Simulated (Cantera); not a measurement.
A freely propagating, adiabatic, planar premixed flame of H2 : O2 : N2 = 0.76 : 0.667 : 2.51 (molar parts), unburnt at 373 K and 1130 Torr; mixture-averaged transport, grid criteria slope 0.08 and curve 0.16, no radiation.

Computed with Cantera and the H2/O2 subset of GRI-Mech 3.0, which has no nitrogen chemistry. Burning velocities carry a grid error of a few per cent, more on coarse grids. Lean hydrogen flames are cellular in practice and burn faster than this planar one.

x: mole fraction of selected species; z is measured from the peak of heat release.

| z (mm) | T (K) | u (m/s) | x H2 | x O2 | x H2O | x H2O2 | x O | x HO2 |
|---|---|---|---|---|---|---|---|---|
| -0.754 | 373 | 0.941 | 0.192 | 0.170 | 1.09e-6 | <1e-8 | <1e-8 | <1e-8 |
| -0.502 | 373 | 0.940 | 0.190 | 0.170 | 1.86e-5 | (withheld) | <1e-8 | 1.18e-7 |
| -0.377 | 375 | 0.939 | 0.185 | 0.171 | 0.000108 | (withheld) | <1e-8 | 7.74e-7 |
| -0.251 | 387 | 0.953 | 0.171 | 0.174 | 0.00103 | (withheld) | 6.15e-8 | 9.31e-6 |
| -0.126 | 543 | 1.28 | 0.124 | 0.175 | 0.0199 | 7.39e-5 | 7.73e-6 | 0.000318 |
| -0.0628 | 848 | 1.97 | 0.0847 | 0.160 | 0.0620 | 6.88e-5 | 0.000230 | 0.000333 |
| 0 | 1183 | 2.72 | 0.0463 | 0.131 | 0.118 | (withheld) | 0.00179 | 0.000171 |
| 0.0628 | 1411 | 3.24 | 0.0206 | 0.105 | 0.161 | (withheld) | 0.00394 | 0.000102 |
| 0.126 | 1542 | 3.54 | 0.00968 | 0.0921 | 0.182 | (withheld) | 0.00457 | 6.95e-5 |
| 0.251 | 1666 | 3.81 | 0.00417 | 0.0857 | 0.194 | (withheld) | 0.00341 | 4.10e-5 |
| 0.502 | 1747 | 3.98 | 0.00179 | 0.0844 | 0.201 | (withheld) | 0.00155 | 1.93e-5 |
| 1.00 | 1784 | 4.06 | 0.000580 | 0.0845 | 0.204 | (withheld) | 0.000500 | 6.96e-6 |
| 2.01 | 1796 | 4.09 | 0.000167 | 0.0847 | 0.206 | (withheld) | 0.000148 | 2.40e-6 |

**Question.** Fill in the missing entries.

**Answer.** 
- -0.502, x H2O2: 5.80e-8
- -0.377, x H2O2: 3.83e-7
- -0.251, x H2O2: 4.41e-6
- 0, x H2O2: 1.95e-5
- 0.0628, x H2O2: 5.70e-6
- 0.126, x H2O2: 3.09e-6
- 0.251, x H2O2: 1.53e-6
- 0.502, x H2O2: 7.52e-7
- 1.00, x H2O2: 3.59e-7
- 2.01, x H2O2: 1.66e-7
